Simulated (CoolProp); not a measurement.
Vapour-liquid equilibrium of R134a (1) + n-butane (2) at 9.45 °C; x and y are mole fractions of (1).

The numbers come from the multi-fluid Helmholtz-energy mixture model, Tillner-Roth 1994 and Bücker 2006; pair parameters Bell 2016 in CoolProp.

Problem. Give the bubble pressure and the first vapour's composition at x = 0.2, 0.65, 0.95. Is there an azeotrope?

Solution. x = 0.2: 368.8 kPa, y = 0.636; x = 0.65: 438.5 kPa, y = 0.743; x = 0.95: 425.5 kPa, y = 0.918. y crosses x between x = 0.65 and 0.8: the model has an azeotrope there.

Pair parameters are fitted to limited data, so mixtures are less certain than the pure fluids. With so large a gap from Raoult's law the liquid may split in two, which this calculation doesn't test in full.
